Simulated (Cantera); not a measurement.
Fe2O3 + CH4 + N2 (carbothermic reduction)

Charge: 1 mol Fe2O3, 0.63 mol CH4, 0.31 mol N2, equilibrated at 1700 K.

Method: chemical equilibrium by Gibbs-energy minimisation in Cantera with the NASA 1993 tables (ideal gas, pure condensed phases). Candidate condensed phases: C, C6H6, C7H8, C8H18, Fe, Fe(CO)5, FeO, Fe(OH)2, Fe(OH)3, Fe2O3, Fe3O4, H2O; 140 gas species. Mutual solubility and eutectic melting of coexisting phases are not modelled. The tables' stoichiometric FeO is somewhat more stable than real wüstite, so its field is too wide. FeO: taken at fixed stoichiometry. Equilibrium is a limit: real reactors are often held back by kinetics, nucleation or transport.

| P (Pa) | x H2 | x CO | x H2O | x N2 | x Fe | x CO2 | x H | n FeO(l) | n Fe(δ) |
|---|---|---|---|---|---|---|---|---|---|
| 10 | 0.352 | 0.234 | 0.180 | 0.132 | 0.0577 | 0.0349 | 0.00875 | 1.86 | 0 |
| 42 | 0.382 | 0.247 | 0.179 | 0.138 | 0.0150 | 0.0340 | 0.00444 | 1.89 | 0.0734 |
| 180 | 0.387 | 0.251 | 0.182 | 0.140 | 0.00350 | 0.0344 | 0.00216 | 1.89 | 0.0999 |
| 750 | 0.389 | 0.251 | 0.182 | 0.141 | 0.000839 | 0.0345 | 0.00106 | 1.89 | 0.106 |
| 3200 | 0.390 | 0.252 | 0.183 | 0.141 | 0.000197 | 0.0345 | 0.000514 | 1.89 | 0.108 |
| 13000 | 0.390 | 0.252 | 0.183 | 0.141 | 4.84e-5 | 0.0345 | 0.000255 | 1.89 | 0.108 |
| 56000 | 0.390 | 0.252 | 0.183 | 0.141 | 1.12e-5 | 0.0346 | 0.000123 | 1.89 | 0.108 |
| 240000 | 0.390 | 0.252 | 0.183 | 0.141 | 2.62e-6 | 0.0346 | 5.94e-5 | 1.89 | 0.108 |
| 1000000 | 0.390 | 0.252 | 0.183 | 0.141 | 6.29e-7 | 0.0346 | 2.91e-5 | 1.89 | 0.108 |
x: gas mole fraction; n: condensed amount in mol.

At 10.0 Pa the condensed part is FeO(l). From 42.0 Pa to 10.0 bar the condensed part is Fe(δ) + FeO(l). The main Fe-bearing gas is Fe at 10.0 Pa and Fe(OH)2 at 10.0 bar.
